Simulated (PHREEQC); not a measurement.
NaOH is added in steps, without added water, to 1 kg of water holding 100 mmol/kgw HCl and 26 mmol/kgw ZnSO4, at 20 °C. Oxygen is held at 0.21 atm. CO2 from the air is kept out. No solid was allowed to form.

Base run: PHREEQC, ion-association model, wateq4f.dat. Each further column changes one thing. The table gives pH.

```csv
NaOH added (mol),base,ZnSO4 from 0.026 to 0.039 mol/kgw,diluted 100-fold with water,solids may form
0,1.17,1.20,3.03,1.17
0.024,1.30,1.34,12.45,1.30
0.056,1.56,1.60,12.81,1.56
0.08,1.93,1.97,12.95,1.93
0.104,8.09,7.99,13.06,6.52
0.136,9.01,8.78,13.17,7.07
0.16,10.92,9.14,13.23,11.93
```

In at least one series the solution becomes supersaturated in solids that the run did not let form, among them Zn(OH)2-e, Zn4(OH)6SO4, Zn5(OH)8Cl2.  Solids allowed in the column 'solids may form': Zn(OH)2-e, Zn4(OH)6SO4, Zn5(OH)8Cl2, Halite, Mirabilite, Goslarite.
